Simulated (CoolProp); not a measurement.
Aqueous propylene glycol as a coolant, at -8 °C, 1 atm.

The numbers come from the Melinder's fits for secondary coolants in CoolProp.

```tsv
mass %	freezing point (°C)	viscosity (mPa s)	cp (kJ/(kg K))	density (kg/m³)	conductivity (W/(m K))
28.3	-11.7	9.95	…	1032	0.429
34.5	-15.9	14.2	3.710	1039	0.404
40.7	-21.2	20.2	3.603	…	0.380
46.9	-28.0	…	3.484	1052	0.357
53.1	…	38.1	3.358	…	0.335
59.3	-48.5	50.1	3.228	…	0.315
```

### Question
What belongs in the gaps?

### Answer

- 28.3, cp (kJ/(kg K)): 3.806
- 40.7, density (kg/m³): 1046
- 46.9, viscosity (mPa s): 28.2
- 53.1, freezing point (°C): -36.9
- 53.1, density (kg/m³): 1057
- 59.3, density (kg/m³): 1060
